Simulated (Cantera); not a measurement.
Charge: 1 mol Si3N4, 0.21 mol O2, equilibrated at 0.000500 bar.

Equilibrium computed with Cantera from the NASA thermochemical tables; the gas is ideal and each condensed phase is pure. Candidate condensed phases: Si, SiO2, Si2N2O, Si3N4; 16 gas species. The tables' values for SiN are old estimates; treat these amounts as uncertain. The numbers say what is thermodynamically allowed, not how fast it happens. All values below are at 1875 K.

Base state: N2 0.811, SiO 0.170, Si 0.0181, Si2N 0.000194, Si2 0.000136, SiN 0.000131, Si3 3.11e-5 (mole fractions); condensed: Si(l).

Task: What changes in the equilibrium state with this change: pressure from 0.000500 bar to 0.910 bar?

Result: 
```csv
species,before,after
N2,0.811,1.000
SiO,0.170,0.000353
Si,0.0181,9.88e-7
Si2,0.000136,<1e-9
Si3,3.11e-5,<1e-9
Si2N,0.000194,4.97e-8
SiN,0.000131,3.37e-7
"Si(l), mol",2.53,0
"Si2N2O(s), mol",0,0.420
"Si3N4(s), mol",0,0.720
```
Mutual solubility and eutectic melting of coexisting phases are not modelled.
